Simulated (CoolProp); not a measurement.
The numbers come from the reference Helmholtz-energy equation of state, Bücker 2006 in CoolProp.

**Question.** Give the vapour pressure (MPa), liquid density (kg/m³), vapour density (kg/m³), liquid cp (kJ/(kg K)) of saturated n-butane at 291.3, 303.5, 327.8 K.

**Answer.** 
```tsv
T (K)	p (MPa)	liquid density (kg/m³)	vapour density (kg/m³)	liquid cp (kJ/(kg K))
291.3	0.196	581	5.02	2.40
303.5	0.286	567	7.21	2.47
327.8	0.559	536	13.8	2.63
```
